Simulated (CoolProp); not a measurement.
The fluid at 293.15 K and 2.45 MPa is throttled through a valve to 0.91 MPa with no heat exchange. The same conditions are run with several fluids, on thermodynamics alone (safety and materials aside).

Computed with CoolProp (reference Helmholtz-energy equation of state of each fluid (dimethyl carbonate: Zhou 2011; R236EA: Rui 2013; chloromethane (R40): Thol 2014; fluoroethane (R161): Wu 2012; n-pentane: Thol 2019)).

Rank dimethyl carbonate, R236EA, chloromethane (R40), fluoroethane (R161), n-pentane by temperature change (K), highest first.

n-pentane (+0.6), dimethyl carbonate (+0.5), chloromethane (R40) (+0.4), R236EA (+0.3), fluoroethane (R161) (+0.2)

```json
[
 {"fluid": "dimethyl carbonate", "final density (kg/m³)": "1070"},
 {"fluid": "R236EA", "final density (kg/m³)": "1440"},
 {"fluid": "chloromethane (R40)", "final density (kg/m³)": "922"},
 {"fluid": "fluoroethane (R161)", "final density (kg/m³)": "721"},
 {"fluid": "n-pentane", "final density (kg/m³)": "627"}
]
```
